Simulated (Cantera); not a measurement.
Input: 1 mol n-butane, 4.5 mol H2, held at 1000 Pa.

Cantera equilibrium calculation (NASA polynomials, part measured and part estimated; ideal gas, pure solids and liquids). Candidate condensed phases: C, C6H6, C7H8, C8H18; 76 gas species. Rates play no part.

### Question
At 2450 K, list the 5 most abundant gas species with their mole fractions, and the condensed phases.

### Answer
H2 0.812, H 0.181, C2H2 (acetylene) 0.00708, C2H 0.000102, C4H2 2.55e-5. Condensed: C(graphite).
